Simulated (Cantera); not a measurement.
Cantera run:

```python
import numpy as np
import cantera as ct

gas_names = """
    H HNO HNO2 HNO3 HO2 H2 H2O H2O2 N NH NH2 NH3 NH2OH NO NO2 NO3 N2 N2H2 N2H4 N2O O OH O2 O3 Si SiH
    SiH2 SiH3 SiH4 SiN SiO SiO2 Si2 Si2N Si3
""".split()
cond_names = """
    H2O(s) H2O(L) Si(cr) Si(L) SiO2(Lqz) SiO2(hqz) SiO2(L) Si2N2O(s) Si3N4(a)
""".split()


# ... load() reads the species with a 1 bar reference pressure and builds the phases ...
atoms = {
    'Si3N4': {'Si': 3, 'N': 4},
    'H2O': {'H': 2, 'O': 1},
    'N2': {'N': 2},
    'NH3': {'N': 1, 'H': 3},
}
top_T = {'Si2N2O(s)': 2100, 'Si3N4(a)': 2400}  # K; cautious upper limits of use, not melting points


# ... equilibrate(T, P, feed) seeds the gas with the atoms and calls Mixture.equilibrate('TP', solver="vcs", rtol=1e-11, max_steps=5000) ...
results = []
feed = {'Si3N4': 1, 'H2O': 0.12, 'N2': 160, 'NH3': 0.37}  # mol
P = 1.1  # Pa
for T in [973, 1023, 1073, 1123, 1173, 1223, 1273, 1323, 1373, 1423, 1473, 1523]:
    mix = equilibrate(T, P, feed)
    results.append((T, P, feed, dict(zip(mix.species_names, mix.species_moles))))
    x = sorted(zip(gas.X, gas.species_names), reverse=True)
    print(f"T = {T:g} K  P = {P:g} Pa  gas = {mix.phase_moles(0):.4g} mol")
    print("   x: " + "  ".join(f"{s} {v:.3e}" for v, s in x if v > 1e-05))
    print("   condensed (mol): " + ("  ".join(f"{mix.phase(i).name} {mix.phase_moles(i):.4g}"
          for i in range(1, mix.n_phases) if mix.phase_moles(i) > 1e-12) or "none"))
```

Output:

```
T = 973 K  P = 1.1 Pa  gas = 160.9 mol
   x: N2 9.958e-01  H2 4.195e-03
   condensed (mol): Si2N2O(s) 0.12  Si3N4(a) 0.92
T = 1023 K  P = 1.1 Pa  gas = 160.9 mol
   x: N2 9.958e-01  H2 4.195e-03
   condensed (mol): Si2N2O(s) 0.12  Si3N4(a) 0.92
T = 1073 K  P = 1.1 Pa  gas = 160.9 mol
   x: N2 9.958e-01  H2 4.195e-03
   condensed (mol): Si2N2O(s) 0.12  Si3N4(a) 0.92
T = 1123 K  P = 1.1 Pa  gas = 160.9 mol
   x: N2 9.958e-01  H2 4.195e-03
   condensed (mol): Si2N2O(s) 0.12  Si3N4(a) 0.92
T = 1173 K  P = 1.1 Pa  gas = 160.9 mol
   x: N2 9.958e-01  H2 4.194e-03
   condensed (mol): Si2N2O(s) 0.12  Si3N4(a) 0.92
T = 1223 K  P = 1.1 Pa  gas = 160.9 mol
   x: N2 9.958e-01  H2 4.192e-03
   condensed (mol): Si2N2O(s) 0.1195  Si3N4(a) 0.9202
T = 1273 K  P = 1.1 Pa  gas = 160.9 mol
   x: N2 9.958e-01  H2 4.188e-03  SiO 3.223e-05  H 1.391e-05
   condensed (mol): Si2N2O(s) 0.1148  Si3N4(a) 0.9217
T = 1323 K  P = 1.1 Pa  gas = 161 mol
   x: N2 9.955e-01  H2 4.178e-03  SiO 2.569e-04  H 3.091e-05
   condensed (mol): Si2N2O(s) 0.07865  Si3N4(a) 0.9337
T = 1373 K  P = 1.1 Pa  gas = 161.1 mol
   x: N2 9.950e-01  H2 4.158e-03  SiO 7.450e-04  H 6.475e-05  Si 1.512e-05
   condensed (mol): Si3N4(a) 0.9592
T = 1423 K  P = 1.1 Pa  gas = 161.1 mol
   x: N2 9.949e-01  H2 4.125e-03  SiO 7.449e-04  H 1.286e-04  Si 1.270e-04
   condensed (mol): Si3N4(a) 0.953
T = 1473 K  P = 1.1 Pa  gas = 163.1 mol
   x: N2 9.945e-01  H2 4.018e-03  SiO 7.358e-04  Si 4.977e-04  H 2.418e-04
   condensed (mol): Si(cr) 2.797
T = 1523 K  P = 1.1 Pa  gas = 163.3 mol
   x: N2 9.933e-01  H2 3.915e-03  Si 1.639e-03  SiO 7.349e-04  H 4.360e-04
   condensed (mol): Si(cr) 2.607
```

Equilibrium computed with Cantera from the NASA thermochemical tables; the gas is ideal and each condensed phase is pure. Mutual solubility and eutectic melting of coexisting phases are not modelled.
